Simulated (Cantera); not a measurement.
An isothermal, constant-pressure homogeneous reactor starts with 17.5 % C2H6, 82.5 % N2, at 1400 K and 29000 Pa.

Computed with Cantera and GRI-Mech 3.0 (53 species, 325 reactions). GRI-Mech 3.0 stops at C3 and has no aromatics, soot or wall deposition, so with more carbon than oxygen in the feed, carbon stays in small species such as C2H2 where larger ones or solid carbon would form.

One state of this run: x C2H6 = 0.0433; x C2H2 = 0.0108; x CH3 = 0.000681; x C2H = 5.04e-9; x C2H4 = 0.0855. x: mole fraction; the columns are a selection and need not sum to one.

**Question.** Which value of t (s) does it belong to?
A) 0.00167
B) 1.76
C) 0.000700
D) 0.736

**Answer.** A, 0.00167
